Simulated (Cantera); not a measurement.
What does this Cantera script print?

```python
import numpy as np
import cantera as ct

gas = ct.Solution("gri30.yaml")
gas.TPX = 1300, 200000, {'CH4': 1, 'CO': 0.055, 'O2': 2.03, 'N2': 22.3}
reactor = ct.IdealGasReactor(gas, energy="on", clone=False)
net = ct.ReactorNet([reactor])
net.rtol, net.atol = 1e-08, 1e-16
show = ['CH4', 'CO', 'O2', 'C2H4', 'CO2', 'H2O2']
times = np.geomspace(3e-06, 4, 16)

steps = ct.SolutionArray(gas, extra=["t"])
rows = []
print(f"{'t/s':>10s}{'T/K':>9s}{'P/Pa':>11s}" + "".join(f"{s:>11s}" for s in show))
for t in times:
    while net.time < t:
        t_next = net.step()
        steps.append(gas.state, t=t_next)
    rows.append([np.interp(t, steps.t, y) for y in (steps.T, steps.P, *steps(*show).X.T)])
    print(f"{t:10.3e}{rows[-1][0]:9.1f}{rows[-1][1]:11.4g}" + "".join(f"{x:11.3e}" for x in rows[-1][2:]))
rate = np.gradient(steps.T, steps.t)
print("integrator steps:", len(steps.t))
if steps.T.max() > steps.T[0] + 200:
    print(f"time of steepest temperature rise: {steps.t[rate.argmax()]:.4e} s")
gas.TPX = 1300, 200000, {'CH4': 1, 'CO': 0.055, 'O2': 2.03, 'N2': 22.3}
gas.equilibrate("UV")
print(f"equilibrium (UV): T = {gas.T:.1f} K  " + "  ".join(f"{s} {gas[s].X[0]:.3e}" for s in show))
```

It prints:

```
       t/s      T/K       P/Pa        CH4         CO         O2       C2H4        CO2       H2O2
 3.000e-06   1300.0      2e+05  3.939e-02  2.167e-03  7.997e-02  4.851e-17  2.281e-10  9.014e-12
 7.682e-06   1300.0      2e+05  3.939e-02  2.167e-03  7.997e-02  1.624e-15  6.061e-10  5.598e-11
 1.967e-05   1300.0      2e+05  3.939e-02  2.167e-03  7.997e-02  4.162e-14  1.684e-09  3.210e-10
 5.036e-05   1300.0      2e+05  3.939e-02  2.167e-03  7.997e-02  9.010e-13  5.139e-09  1.541e-09
 1.290e-04   1300.0      2e+05  3.939e-02  2.167e-03  7.997e-02  2.032e-11  1.820e-08  5.425e-09
 3.302e-04   1300.0      2e+05  3.939e-02  2.167e-03  7.997e-02  5.866e-10  7.366e-08  1.296e-08
 8.455e-04   1300.0      2e+05  3.938e-02  2.166e-03  7.996e-02  2.165e-08  2.881e-07  1.758e-08
 2.165e-03   1300.2      2e+05  3.934e-02  2.167e-03  7.994e-02  4.166e-07  9.999e-07  2.234e-08
 5.543e-03   1301.4  2.002e+05  3.915e-02  2.182e-03  7.982e-02  3.692e-06  4.312e-06  5.975e-08
 1.419e-02   1313.4  2.021e+05  3.744e-02  2.597e-03  7.865e-02  8.657e-05  3.687e-05  4.200e-07
 3.634e-02   2323.6  3.586e+05  3.379e-17  5.026e-03  2.678e-03  2.246e-26  3.641e-02  3.481e-08
 9.306e-02   2319.5   3.58e+05  3.918e-17  5.181e-03  2.383e-03  2.721e-26  3.625e-02  3.247e-08
 2.383e-01   2318.9  3.579e+05  4.010e-17  5.207e-03  2.339e-03  2.805e-26  3.622e-02  3.211e-08
 6.101e-01   2318.9  3.579e+05  4.011e-17  5.207e-03  2.339e-03  2.805e-26  3.622e-02  3.211e-08
 1.562e+00   2318.9  3.579e+05  4.011e-17  5.207e-03  2.339e-03  2.805e-26  3.622e-02  3.211e-08
 4.000e+00   2318.9  3.579e+05  4.011e-17  5.207e-03  2.339e-03  2.805e-26  3.622e-02  3.211e-08
integrator steps: 2419
time of steepest temperature rise: 1.9553e-02 s
equilibrium (UV): T = 2318.9 K  CH4 5.038e-17  CO 5.207e-03  O2 2.339e-03  C2H4 3.113e-26  CO2 3.622e-02  H2O2 3.211e-08
```

Computed with Cantera and GRI-Mech 3.0 (53 species, 325 reactions).
